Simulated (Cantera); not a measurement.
An isothermal, constant-pressure homogeneous reactor starts with CH4 : N2 = 1 : 11 (molar parts), at 1900 K and 0.132 atm.

Cantera simulation using GRI-Mech 3.0 (53 species, 325 reactions); the numbers are that mechanism's predictions, not measurements. GRI-Mech 3.0 stops at C3 and has no aromatics, soot or wall deposition, so with more carbon than oxygen in the feed, carbon stays in small species such as C2H2 where larger ones or solid carbon would form.

Question: Predict: x(CH4) at 100 s; x(CH3) at 100 s; x(CH2) at 100 s; x(C2H) at 100 s; x(C2H4) at 100 s; x(HCN) at 100 s; x(H2) at 100 s.

Answer: 
- x(CH4) at 100 s = 2.48e-5 (gas-phase equilibrium 1.45e-5)
- x(CH3) at 100 s = 3.20e-6 (gas-phase equilibrium 1.87e-6)
- x(CH2) at 100 s = 2.50e-8 (gas-phase equilibrium 1.47e-8)
- x(C2H) at 100 s = 3.20e-6 (gas-phase equilibrium 8.08e-7)
- x(C2H4) at 100 s = 7.02e-6 (gas-phase equilibrium 1.77e-6)
- x(HCN) at 100 s = 0.000847 (gas-phase equilibrium 0.0577)
- x(H2) at 100 s = 0.115 (gas-phase equilibrium 0.115)
